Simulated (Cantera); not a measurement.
Cantera run, input and output.

```python
import numpy as np
import cantera as ct

gas = ct.Solution("h2o2.yaml")
gas.TPX = 1348, 54000, {'H2': 1.7, 'O2': 1, 'N2': 3.8}
reactor = ct.IdealGasConstPressureReactor(gas, energy="off", clone=False)
net = ct.ReactorNet([reactor])
net.rtol, net.atol = 1e-08, 1e-18
show = ['H2', 'O2', 'H2O', 'H', 'HO2', 'OH', 'H2O2']
times = np.geomspace(5e-05, 100, 14)

steps = ct.SolutionArray(gas, extra=["t"])
rows = []
print(f"{'t/s':>10s}{'T/K':>9s}{'P/Pa':>11s}" + "".join(f"{s:>11s}" for s in show))
for t in times:
    while net.time < t:
        t_next = net.step()
        steps.append(gas.state, t=t_next)
    rows.append([np.interp(t, steps.t, y) for y in (steps.T, steps.P, *steps(*show).X.T)])
    print(f"{t:10.3e}{rows[-1][0]:9.1f}{rows[-1][1]:11.4g}" + "".join(f"{x:11.3e}" for x in rows[-1][2:]))
rate = np.gradient(steps.T, steps.t)
print("integrator steps:", len(steps.t))
if steps.T.max() > steps.T[0] + 200:
    print(f"time of steepest temperature rise: {steps.t[rate.argmax()]:.4e} s")
gas.TPX = 1348, 54000, {'H2': 1.7, 'O2': 1, 'N2': 3.8}
gas.equilibrate("TP")
print(f"equilibrium (TP): T = {gas.T:.1f} K  " + "  ".join(f"{s} {gas[s].X[0]:.3e}" for s in show))
```

It prints:

```
       t/s      T/K       P/Pa         H2         O2        H2O          H        HO2         OH       H2O2
 5.000e-05   1348.0    5.4e+04  5.205e-02  6.151e-02  1.630e-01  9.625e-02  3.074e-05  8.926e-03  3.503e-06
 1.526e-04   1348.0    5.4e+04  1.792e-02  3.567e-02  2.646e-01  1.689e-02  2.363e-05  4.674e-03  4.051e-06
 4.660e-04   1348.0    5.4e+04  3.707e-03  2.785e-02  2.947e-01  1.163e-03  1.555e-05  1.740e-03  2.250e-06
 1.423e-03   1348.0    5.4e+04  4.678e-04  2.660e-02  3.000e-01  4.669e-05  5.373e-06  5.720e-04  6.662e-07
 4.343e-03   1348.0    5.4e+04  5.486e-05  2.652e-02  3.007e-01  2.027e-06  8.998e-07  2.062e-04  1.537e-07
 1.326e-02   1348.0    5.4e+04  8.654e-06  2.653e-02  3.008e-01  1.458e-07  1.601e-07  8.874e-05  3.732e-08
 4.047e-02   1348.0    5.4e+04  2.046e-06  2.654e-02  3.009e-01  1.826e-08  4.247e-08  4.502e-05  1.088e-08
 1.235e-01   1348.0    5.4e+04  7.377e-07  2.654e-02  3.009e-01  4.059e-09  2.120e-08  2.700e-05  4.202e-09
 3.772e-01   1348.0    5.4e+04  5.080e-07  2.654e-02  3.009e-01  2.300e-09  1.840e-08  2.194e-05  2.869e-09
 1.151e+00   1348.0    5.4e+04  4.996e-07  2.654e-02  3.009e-01  2.240e-09  1.831e-08  2.172e-05  2.817e-09
 3.515e+00   1348.0    5.4e+04  4.996e-07  2.654e-02  3.009e-01  2.240e-09  1.831e-08  2.172e-05  2.817e-09
 1.073e+01   1348.0    5.4e+04  4.996e-07  2.654e-02  3.009e-01  2.240e-09  1.831e-08  2.172e-05  2.817e-09
 3.276e+01   1348.0    5.4e+04  4.996e-07  2.654e-02  3.009e-01  2.240e-09  1.831e-08  2.172e-05  2.817e-09
 1.000e+02   1348.0    5.4e+04  4.996e-07  2.654e-02  3.009e-01  2.240e-09  1.831e-08  2.172e-05  2.817e-09
integrator steps: 1899
equilibrium (TP): T = 1348.0 K  H2 4.996e-07  O2 2.654e-02  H2O 3.009e-01  H 2.240e-09  HO2 1.831e-08  OH 2.172e-05  H2O2 2.817e-09
```

Computed with Cantera and the H2/O2 subset of GRI-Mech 3.0, which has no nitrogen chemistry. The temperature is held fixed by assumption; the heat of reaction is taken as removed at once.
